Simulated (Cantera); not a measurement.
Mixture: 7.15 % CH4, 1.14 % CO, 12.4 % O2, 79.3 % N2, equivalence ratio 1.2, at 1400000 Pa, adiabatic and at constant pressure. Ignition delay is the time to a rise of 400 K.

Detailed kinetics in Cantera: GRI-Mech 3.0 (53 species, 325 reactions). The pressure lies above the range GRI-Mech 3.0 was tuned for (to about 10 atm).

Question: Predict: delay at 1225 K; delay at 1275 K; delay at 1325 K; delay at 1375 K; delay at 1425 K; delay at 1475 K; apparent activation energy between 1375 and 1475 K.

Answer: 
| Item | Value |
|---|---|
| delay at 1225 K | 5.33 ms |
| delay at 1275 K | 2.93 ms |
| delay at 1325 K | 1.66 ms |
| delay at 1375 K | 0.963 ms |
| delay at 1425 K | 0.571 ms |
| delay at 1475 K | 0.344 ms |
| apparent activation energy between 1375 and 1475 K | 170 kJ/mol |
